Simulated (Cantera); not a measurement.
Premixed flame

A freely propagating, adiabatic, planar premixed flame of CH4 : O2 : N2 : H2O = 1 : 2 : 7.52 : 0.4 (molar parts), unburnt at 375 K and 0.132 atm; multicomponent+Soret transport, grid criteria slope 0.08 and curve 0.16, no radiation.

Computed with Cantera and GRI-Mech 3.0 (53 species, 325 reactions). Burning velocities carry a grid error of a few per cent, more on coarse grids.

| z (mm) | T (K) | u (m/s) | x CH4 | x O2 | x H2O | x C2H2 | x H | x C2H4 |
|---|---|---|---|---|---|---|---|---|
| -7.30 | 375 | 0.774 | 0.0915 | 0.183 | 0.0366 | <1e-8 | <1e-8 | <1e-8 |
| -4.87 | 375 | 0.775 | 0.0914 | 0.183 | 0.0366 | <1e-8 | <1e-8 | <1e-8 |
| -3.65 | 377 | 0.780 | 0.0911 | 0.183 | 0.0367 | 1.16e-8 | <1e-8 | 9.10e-8 |
| -2.43 | 410 | 0.851 | 0.0879 | 0.181 | 0.0394 | 3.98e-7 | 1.19e-6 | 3.38e-6 |
| -1.22 | 785 | 1.65 | 0.0657 | 0.155 | 0.0722 | 1.25e-5 | 0.000337 | 0.000107 |
| -0.608 | 1198 | 2.56 | 0.0377 | 0.115 | 0.113 | 4.29e-5 | 0.00151 | 0.000309 |
| 0 | 1580 | 3.41 | 0.00966 | 0.0666 | 0.157 | 8.50e-5 | 0.00504 | 0.000238 |
| 0.608 | 1732 | 3.75 | 0.000842 | 0.0384 | 0.178 | 1.95e-5 | 0.00962 | 1.70e-5 |
| 1.22 | 1763 | 3.81 | 3.78e-5 | 0.0284 | 0.183 | 7.88e-7 | 0.0122 | 3.00e-7 |
| 2.43 | 1789 | 3.84 | 7.61e-8 | 0.0234 | 0.182 | <1e-8 | 0.0135 | <1e-8 |
| 4.87 | 1819 | 3.89 | <1e-8 | 0.0213 | 0.182 | <1e-8 | 0.0130 | <1e-8 |
| 9.73 | 1861 | 3.97 | <1e-8 | 0.0199 | 0.185 | <1e-8 | 0.0110 | <1e-8 |
| 19.5 | 1919 | 4.08 | <1e-8 | 0.0180 | 0.189 | <1e-8 | 0.00831 | <1e-8 |
x: mole fraction of selected species; z is measured from the peak of heat release.

```json
{
 "laminar_burning_velocity": "77.4 cm/s",
 "thermal_thickness": "2.43 mm",
 "peak x(C2H2)": "8.55e-5",
 "peak x(H)": "0.0136",
 "peak x(C2H4)": "0.000359",
 "grid_points": "160"
}
```
